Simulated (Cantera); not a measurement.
A closed system holds: 1 mol Cr2O3, 200 mol H2, at 10000 Pa.

Cantera equilibrium calculation (NASA polynomials, part measured and part estimated; ideal gas, pure solids and liquids). Candidate condensed phases: Cr, Cr2O3, H2O; 13 gas species. Mutual solubility and eutectic melting of coexisting phases are not modelled. Kinetics and transport are ignored.

x: gas mole fraction; n: condensed amount in mol.

| T (°C) | x H2 | x H2O | x Cr | x H | n Cr(s) | n Cr2O3(s) |
|---|---|---|---|---|---|---|
| 652 | 1.000 | 2.39e-6 | <1e-12 | 8.23e-10 | 0.000318 | 1.000 |
| 752 | 1.000 | (withheld) | (withheld) | (withheld) | (withheld) | 0.999 |
| 852 | 1.000 | 4.45e-5 | 1.74e-10 | 1.41e-7 | 0.00593 | 0.997 |
| 952 | 1.000 | 0.000133 | 5.25e-9 | 9.85e-7 | 0.0177 | 0.991 |
| 1052 | 1.000 | 0.000334 | 9.37e-8 | 5.17e-6 | 0.0445 | 0.978 |
| 1152 | 0.999 | (withheld) | (withheld) | (withheld) | (withheld) | 0.951 |
| 1252 | 0.998 | 0.00146 | 9.33e-6 | 7.48e-5 | 0.192 | 0.903 |
| 1352 | 0.997 | 0.00265 | 6.00e-5 | 0.000223 | 0.342 | 0.823 |
| 1452 | 0.995 | 0.00450 | 0.000308 | 0.000586 | 0.538 | 0.700 |
| 1552 | 0.990 | 0.00719 | 0.00131 | 0.00139 | 0.697 | 0.520 |
| 1652 | 0.981 | 0.0109 | 0.00476 | 0.00299 | 0.502 | 0.266 |
| 1752 | 0.969 | 0.0147 | 0.00977 | 0.00599 | 0 | 0 |

### Question
Complete the blanks.

### Answer

- 1152, x H2O: 0.000735
- 1152, x Cr: 1.10e-6
- 1152, x H: 2.16e-5
- 1152, n Cr(s): 0.0978
- 752, x H2O: 1.20e-5
- 752, x Cr: 2.93e-12
- 752, x H: 1.38e-8
- 752, n Cr(s): 0.00159
